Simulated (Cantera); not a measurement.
A closed system holds: 1 mol Fe, 12 mol CO2, 130 mol H2, 1.1 mol H2S, at 1023.15 K and 17.0 Pa.

These are equilibrium values from Cantera (NASA tables, ideal gas, pure condensed phases), not measurements of a reactor. Candidate condensed phases: C, C6H6, C7H8, C8H18, Fe, Fe(CO)5, FeO, Fe(OH)2, Fe(OH)3, FeS, FeSO4, FeS2, Fe2O3, Fe2(SO4)3, Fe3O4, H2O, H2SO4, S; 127 gas species. Mutual solubility and eutectic melting of coexisting phases are not modelled. FeS: taken at fixed stoichiometry. Kinetics and transport are ignored.

Base state: H2 0.840, H2O 0.0751, CO 0.0751, CO2 0.00877, H2S 0.00111 (mole fractions); condensed: Fe(α) + FeS(s).

Task: What changes in the equilibrium state with this change: temperature from 1023.15 K to 1898 K?

Result: 
| species | before | after |
|---|---|---|
| H2 | 0.840 | 0.777 |
| CO | 0.0751 | 0.0787 |
| H2O | 0.0751 | 0.0758 |
| H | 2.92e-7 | 0.0528 |
| CO2 | 0.00877 | 0.00183 |
| Fe | <1e-9 | 0.00670 |
| S | <1e-9 | 0.00282 |
| SO | 2.15e-9 | 0.00173 |
| OH | <1e-9 | 0.000422 |
| SO2 | 7.57e-9 | 0.000387 |
| O | <1e-9 | 2.16e-5 |
| Fe(α), mol | 0.0591 | 0 |
| FeS(s), mol | 0.941 | 0 |

Task: What changes in the equilibrium state with this change: temperature from 1023.15 K to 1975 K?

Result: 
```json
[
 {"species": "H2", "before": "0.840", "after": "0.743"},
 {"species": "H", "before": "2.92e-7", "after": "0.0904"},
 {"species": "CO", "before": "0.0751", "after": "0.0772"},
 {"species": "CO2", "before": "0.00877", "after": "0.00170"},
 {"species": "H2O", "before": "0.0751", "after": "0.0735"},
 {"species": "Fe", "before": "<1e-9", "after": "0.00657"},
 {"species": "S", "before": "<1e-9", "after": "0.00333"},
 {"species": "SO", "before": "2.15e-9", "after": "0.00195"},
 {"species": "OH", "before": "<1e-9", "after": "0.000854"},
 {"species": "Fe(α), mol", "before": "0.0591", "after": "0"},
 {"species": "FeS(s), mol", "before": "0.941", "after": "0"}
]
```

Task: What changes in the equilibrium state with this change: temperature from 1023.15 K to 1523.15 K?

Result: 
| species | before | after |
|---|---|---|
| H2 | 0.840 | 0.828 |
| CO | 0.0751 | 0.0805 |
| H2O | 0.0751 | 0.0801 |
| CO2 | 0.00877 | 0.00290 |
| Fe | <1e-9 | 0.00143 |
| S | <1e-9 | 0.000197 |
| SO | 2.15e-9 | 0.000180 |
| SO2 | 7.57e-9 | 8.83e-5 |
| Fe(α), mol | 0.0591 | 0 |
| FeS(s), mol | 0.941 | 0 |
| Fe(γ), mol | 0 | 0.794 |
